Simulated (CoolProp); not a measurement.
Saturation properties of decamethyltetrasiloxane (MD2M).

The numbers come from the reference Helmholtz-energy equation of state, Thol 2017 in CoolProp.

```json
[
 {"T (K)": "386.1", "p (MPa)": "0.007936", "liquid density (kg/m³)": "759.7", "vapour density (kg/m³)": "0.7760", "enthalpy of vaporisation (kJ/kg)": "158.7", "surface tension (mN/m)": "10.6"},
 {"T (K)": "393.7", "p (MPa)": "0.01069", "liquid density (kg/m³)": "751.7", "vapour density (kg/m³)": "1.028", "enthalpy of vaporisation (kJ/kg)": "156.1", "surface tension (mN/m)": "10.1"},
 {"T (K)": "401.4", "p (MPa)": "0.01423", "liquid density (kg/m³)": "743.5", "vapour density (kg/m³)": "1.347", "enthalpy of vaporisation (kJ/kg)": "153.5", "surface tension (mN/m)": "9.56"},
 {"T (K)": "409", "p (MPa)": "0.01862", "liquid density (kg/m³)": "735.3", "vapour density (kg/m³)": "1.736", "enthalpy of vaporisation (kJ/kg)": "150.9", "surface tension (mN/m)": "9.05"},
 {"T (K)": "416.7", "p (MPa)": "0.02412", "liquid density (kg/m³)": "726.9", "vapour density (kg/m³)": "2.218", "enthalpy of vaporisation (kJ/kg)": "148.2", "surface tension (mN/m)": "8.54"},
 {"T (K)": "424.3", "p (MPa)": "0.03077", "liquid density (kg/m³)": "718.4", "vapour density (kg/m³)": "2.792", "enthalpy of vaporisation (kJ/kg)": "145.6", "surface tension (mN/m)": "8.04"},
 {"T (K)": "432", "p (MPa)": "0.03892", "liquid density (kg/m³)": "709.7", "vapour density (kg/m³)": "3.490", "enthalpy of vaporisation (kJ/kg)": "142.9", "surface tension (mN/m)": "7.55"},
 {"T (K)": "439.6", "p (MPa)": "0.04856", "liquid density (kg/m³)": "700.9", "vapour density (kg/m³)": "4.309", "enthalpy of vaporisation (kJ/kg)": "140.2", "surface tension (mN/m)": "7.07"},
 {"T (K)": "447.3", "p (MPa)": "0.06017", "liquid density (kg/m³)": "691.9", "vapour density (kg/m³)": "5.288", "enthalpy of vaporisation (kJ/kg)": "137.4", "surface tension (mN/m)": "6.59"},
 {"T (K)": "454.9", "p (MPa)": "0.07365", "liquid density (kg/m³)": "682.8", "vapour density (kg/m³)": "6.421", "enthalpy of vaporisation (kJ/kg)": "134.6", "surface tension (mN/m)": "6.13"},
 {"T (K)": "462.6", "p (MPa)": "0.08962", "liquid density (kg/m³)": "673.3", "vapour density (kg/m³)": "7.760", "enthalpy of vaporisation (kJ/kg)": "131.7", "surface tension (mN/m)": "5.68"},
 {"T (K)": "470.2", "p (MPa)": "0.1079", "liquid density (kg/m³)": "663.7", "vapour density (kg/m³)": "9.292", "enthalpy of vaporisation (kJ/kg)": "128.8", "surface tension (mN/m)": "5.24"},
 {"T (K)": "477.9", "p (MPa)": "0.1292", "liquid density (kg/m³)": "653.7", "vapour density (kg/m³)": "11.09", "enthalpy of vaporisation (kJ/kg)": "125.7", "surface tension (mN/m)": "4.80"},
 {"T (K)": "485.5", "p (MPa)": "0.1533", "liquid density (kg/m³)": "643.6", "vapour density (kg/m³)": "13.12", "enthalpy of vaporisation (kJ/kg)": "122.7", "surface tension (mN/m)": "4.39"}
]
```

It boils at 467.6 K under 1 atm.

Surface tension comes from a separate correlation (Mulero 2014), older than this fluid's equation and unchecked against measurements.
